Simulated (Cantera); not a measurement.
Input (Python, Cantera):

```python
import numpy as np
import cantera as ct

gas = ct.Solution("gri30.yaml", transport_model="mixture-averaged")
show = ['C2H2', 'O', 'H2O']

rows = []
print(f"{'T/K':>7s}{'rho':>11s}{'cp':>10s}{'mu':>11s}{'lambda':>11s}{'Pr':>7s}" + "".join(f"{'D_' + s:>11s}" for s in show))
for T in [400, 600, 800, 1000, 1200, 1400, 1600, 1800]:
    gas.TPX = T, 3900, {'C2H4': 0.55, 'C2H6': 0.81}
    Pr = gas.cp_mass * gas.viscosity / gas.thermal_conductivity
    D = [gas.mix_diff_coeffs_mole[gas.species_index(s)] for s in show]
    rows.append([gas.density, gas.cp_mass, gas.viscosity, gas.thermal_conductivity, Pr, *D])
    print(f"{T:7g}{gas.density:11.4e}{gas.cp_mass:10.1f}{gas.viscosity:11.4e}"
          f"{gas.thermal_conductivity:11.4e}{Pr:7.3f}" + "".join(f"{d:11.4e}" for d in D))
print("SI units: kg/m3, J/kg/K, Pa s, W/m/K, m2/s")
```

Result:

```
    T/K        rho        cp         mu     lambda     Pr     D_C2H2        D_O      D_H2O
    400 3.4306e-02    2054.1 1.2717e-05 3.4791e-02  0.751 5.3459e-04 1.0320e-03 7.1099e-04
    600 2.2870e-02    2800.2 1.8076e-05 6.7103e-02  0.754 1.1250e-03 2.0994e-03 1.5642e-03
    800 1.7153e-02    3358.1 2.2685e-05 1.0123e-01  0.752 1.8733e-03 3.4344e-03 2.6787e-03
   1000 1.3722e-02    3798.5 2.6780e-05 1.3477e-01  0.755 2.7598e-03 5.0081e-03 4.0186e-03
   1200 1.1435e-02    4129.2 3.0504e-05 1.6695e-01  0.754 3.7719e-03 6.8013e-03 5.5598e-03
   1400 9.8016e-03    4386.8 3.3948e-05 1.9754e-01  0.754 4.9003e-03 8.7998e-03 7.2852e-03
   1600 8.5764e-03    4585.6 3.7176e-05 2.2649e-01  0.753 6.1385e-03 1.0993e-02 9.1824e-03
   1800 7.6235e-03    4738.5 4.0232e-05 2.5386e-01  0.751 7.4812e-03 1.3371e-02 1.1242e-02
SI units: kg/m3, J/kg/K, Pa s, W/m/K, m2/s
```

Model: GRI-Mech 3.0 (53 species, 325 reactions), integrated in Cantera. The composition is frozen, though it would react at the higher temperatures.
